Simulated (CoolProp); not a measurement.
n-decane at 298.15 K and 13.8 MPa is throttled through a valve to 3.2 MPa with no heat exchange. Each further row changes one setting.

Model: reference Helmholtz-energy equation of state, Lemmon 2006, in CoolProp. It is a short technical equation, of lower accuracy than the large ones.

| case | temperature change (K) | final density (kg/m³) |
|---|---|---|
| as stated | … | … |
| outlet pressure 0.96 MPa | +5.5 | … |
| outlet pressure 4.16 MPa | +4.2 | 727 |

Problem. Complete the blanks.

Solution. 
- as stated, temperature change (K): +4.6
- as stated, final density (kg/m³): 725
- outlet pressure 0.96 MPa, final density (kg/m³): 723
